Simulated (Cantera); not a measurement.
Cantera run:

```python
import numpy as np
import cantera as ct

gas_names = """
    CF3 HF CuF2 C6H6 C2H6 CH2F2
""".split()
cond_names = """
    Cu(cr) Cu(L) CuF2(s) CuF2(L)
""".split()


# ... load() reads the species with a 1 bar reference pressure and builds the phases ...
species = {s.name: s for s in load("nasa_gas.yaml", gas_names) + load("nasa_condensed.yaml", cond_names)}
# Each term lists the table entries of one substance; the one whose range holds T is used.
reactions = {
    '6 CF3(g) + 12 Cu + 6 HF(g) = 12 CuF2(g) + C6H6(g)':
        [(-6, ['CF3']), (-12, ['Cu(cr)', 'Cu(L)']), (-6, ['HF']), (12, ['CuF2']), (1, ['C6H6'])],
    '3 C2H6(g) + 12 CuF2 + C6H6(g) = 12 Cu + 12 CH2F2(g)':
        [(-3, ['C2H6']), (-12, ['CuF2(s)', 'CuF2(L)']), (-1, ['C6H6']), (12, ['Cu(cr)', 'Cu(L)']), (12, ['CH2F2'])],
}


def pick(names, T):
    return next(species[n] for n in names if species[n].thermo.min_temp <= T <= species[n].thermo.max_temp)


results = []
for label, terms in reactions.items():
    print(label)
    print("     T/K   dH/kJ  dS/(J/K)   dG/kJ   log10 K")
    for T in [850, 950, 1050, 1150, 1250, 1350, 1450, 1550, 1650, 1750, 1850]:
        used = [(nu, pick(names, T)) for nu, names in terms]
        dH = sum(nu * s.thermo.h(T) for nu, s in used) / 1e6
        dS = sum(nu * s.thermo.s(T) for nu, s in used) / 1e3
        dG = dH - T * dS / 1e3
        logK = -dG * 1e6 / (ct.gas_constant * T * np.log(10))
        results.append((label, T, dH, dS, dG, logK, [s.name for _, s in used]))
        print(f"{T:8g} {dH:8.1f} {dS:8.1f} {dG:8.1f} {logK:8.2f}")
```

It prints:

```
6 CF3(g) + 12 Cu + 6 HF(g) = 12 CuF2(g) + C6H6(g)
     T/K   dH/kJ  dS/(J/K)   dG/kJ   log10 K
     850   1287.5    347.7    992.0   -60.96
     950   1278.8    338.0    957.8   -52.66
    1050   1269.7    328.8    924.4   -45.99
    1150   1259.7    319.8    892.0   -40.51
    1250   1248.6    310.5    860.5   -35.96
    1350   1236.0    300.8    829.9   -32.11
    1450   1064.8    175.1    811.0   -29.22
    1550   1051.6    166.2    793.9   -26.76
    1650   1038.6    158.1    777.7   -24.62
    1750   1025.8    150.6    762.3   -22.75
    1850   1013.3    143.6    747.6   -21.11
3 C2H6(g) + 12 CuF2 + C6H6(g) = 12 Cu + 12 CH2F2(g)
     T/K   dH/kJ  dS/(J/K)   dG/kJ   log10 K
     850   1043.8   1179.0     41.7    -2.56
     950   1012.6   1144.2    -74.4     4.09
    1050    981.0   1112.6   -187.3     9.32
    1150    282.5    482.6   -272.5    12.38
    1250    242.2    449.0   -319.0    13.33
    1350    204.0    419.6   -362.4    14.02
    1450    324.9    509.4   -413.7    14.90
    1550    288.6    485.2   -463.4    15.62
    1650    252.7    462.7   -510.8    16.17
    1750    217.0    441.8   -556.0    16.60
    1850    181.7    422.1   -599.2    16.92
```

Standard-state values (1 bar) from the NASA 1993 polynomials, evaluated with Cantera. Condensed species are held in their standard states even where they would react or evaporate.
